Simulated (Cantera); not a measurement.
An adiabatic, constant-pressure homogeneous reactor starts with 5.34 % CO, 2.35 % H2, 2.51 % CH4, 18.8 % O2, 71.0 % N2, at 1550 K and 320000 Pa.

Model: GRI-Mech 3.0 (53 species, 325 reactions), integrated in Cantera.

Question: Predict: time of steepest temperature rise; temperature at 5.00 s; equilibrium temperature; x(CO) at 5.00 s; x(H2) at 5.00 s; x(H2O2) at 5.00 s.

Answer: 
| Item | Value |
|---|---|
| time of steepest temperature rise | 25.9 µs |
| temperature at 5.00 s | 2505 K |
| equilibrium temperature | 2505 K |
| x(CO) at 5.00 s | 0.00523 (gas-phase equilibrium 0.00523) |
| x(H2) at 5.00 s | 0.000792 (gas-phase equilibrium 0.000792) |
| x(H2O2) at 5.00 s | 2.81e-7 (gas-phase equilibrium 2.81e-7) |
